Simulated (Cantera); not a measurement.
An isothermal, constant-pressure homogeneous reactor starts with 2.68 % H2, 29.5 % O2, 67.8 % N2, equivalence ratio 0.045, at 1300 K and 2300 Pa.

Model: GRI-Mech 3.0 (53 species, 325 reactions), integrated in Cantera. Radical loss at walls, strong at low pressure, is not modelled.

Question: Predict: x(H2) at 5.00 s; x(O2) at 5.00 s; x(NO) at 5.00 s; x(O) at 5.00 s; x(H) at 5.00 s.

Answer: 
```json
{
 "x(H2) at 5.00 s": "3.13e-7 (gas-phase equilibrium 2.93e-8)",
 "x(O2) at 5.00 s": "0.285 (gas-phase equilibrium 0.285)",
 "x(NO) at 5.00 s": "1.14e-6 (gas-phase equilibrium 0.000433)",
 "x(O) at 5.00 s": "6.65e-6 (gas-phase equilibrium 6.27e-7)",
 "x(H) at 5.00 s": "4.33e-8 (gas-phase equilibrium 1.26e-9)"
}
```
